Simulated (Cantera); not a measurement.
A closed system holds: 1 mol Pb, 0.061 mol O2, 84 mol N2, held at 0.0110 bar.

Equilibrium computed with Cantera from the NASA thermochemical tables; the gas is ideal and each condensed phase is pure. Candidate condensed phases: Pb, PbO, PbO2, Pb3O4; 12 gas species. The numbers say what is thermodynamically allowed, not how fast it happens. All values below are at 1223 K.

Base state: N2 0.988, Pb 0.0103, PbO 0.00143 (mole fractions); condensed: gas only.

### Question
What changes in the equilibrium state with this change: O2 from 0.061 to 0.04 mol?

### Answer
```json
[
 {"species": "N2", "before": "0.988", "after": "0.988"},
 {"species": "Pb", "before": "0.0103", "after": "0.0108"},
 {"species": "PbO", "before": "0.00143", "after": "0.000941"}
]
```

### Question
What changes in the equilibrium state with this change: O2 from 0.061 to 0.003 mol?

### Answer
```tsv
species	before	after
N2	0.988	0.988
Pb	0.0103	0.0117
PbO	0.00143	7.06e-5
```
